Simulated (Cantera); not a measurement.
Input (Python, Cantera):

```python
import numpy as np
import cantera as ct

gas = ct.Solution("h2o2.yaml")
gas.TPX = 900, 2666, {'H2': 0.11, 'O2': 1}
inlet = ct.Reservoir(gas, clone=True)

reactor = ct.IdealGasConstPressureReactor(gas, energy="off", clone=False)
exhaust = ct.Reservoir(gas, clone=True)
tau = [17, 4.7, 1.3, 0.36, 0.1, 0.028, 0.0076, 0.0021, 0.00058][0]
for a, b in ((inlet, reactor), (reactor, exhaust)):
    ct.MassFlowController(a, b, mdot=lambda t: reactor.mass / tau)
net = ct.ReactorNet([reactor])
show = ['H2', 'O2', 'OH', 'O', 'H2O2']

rows = []
print(f"{'tau/s':>10s}{'T/K':>9s}" + "".join(f"{s:>11s}" for s in show))
for tau in [17, 4.7, 1.3, 0.36, 0.1, 0.028, 0.0076, 0.0021, 0.00058]:
    net.initial_time = 0.0
    net.advance(30 * tau)
    before = gas.X
    net.advance(40 * tau)
    drift = np.max(np.abs(gas.X - before) / (gas.X + 1e-9))
    rows.append([gas.T, *gas[show].X, drift])
    print(f"{tau:10.3e}{gas.T:9.1f}" + "".join(f"{x:11.3e}" for x in gas[show].X))
```

Result:

```
     tau/s      T/K         H2         O2         OH          O       H2O2
 1.700e+01    900.0  3.274e-04  8.957e-01  5.193e-05  5.605e-05  1.920e-07
 4.700e+00    900.0  6.976e-04  8.956e-01  8.519e-05  1.247e-04  2.826e-07
 1.300e+00    900.0  1.429e-03  8.955e-01  1.461e-04  2.656e-04  3.946e-07
 3.600e-01    900.0  2.841e-03  8.952e-01  2.592e-04  5.455e-04  5.207e-07
 1.000e-01    900.0  5.524e-03  8.946e-01  4.668e-04  1.086e-03  6.498e-07
 2.800e-02    900.0  1.052e-02  8.933e-01  8.304e-04  2.095e-03  7.649e-07
 7.600e-03    900.0  2.003e-02  8.905e-01  1.417e-03  3.903e-03  8.208e-07
 2.100e-03    900.0  3.750e-02  8.865e-01  2.026e-03  6.163e-03  7.380e-07
 5.800e-04    900.0  6.979e-02  8.892e-01  1.717e-03  5.386e-03  4.524e-07
```

Detailed kinetics in Cantera: the H2/O2 subset of GRI-Mech 3.0, which has no nitrogen chemistry. Radical loss at walls, strong at low pressure, is not modelled. Below about 950 K walls govern HO2 and H2O2 in real vessels. The temperature is held fixed by assumption; the heat of reaction is taken as removed at once.
